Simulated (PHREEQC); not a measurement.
# Nickel, zinc or cadmium bath

Consider water at 11 °C with 0.0012 mol CdCl2, 3.4e-05 mol NaCl and 0.0005 mol HCl per kg of water. It is in equilibrium with CO2 at log p = 0 (atm). Otherwise closed; pH follows from the charge balance.

Equilibrium calculation in PHREEQC: ion-association model, phreeqc.dat.

Precipitation was switched off in this run.

Question: Estimate the pH.

Answer: pH 3.29.

Question: In which forms is Cd present?

Answer: Cd+2 84 %, CdCl+ 16 % of the Cd.

Away from 25 °C the constants follow the database's enthalpies or fits; those with neither stay at their 25 °C values.
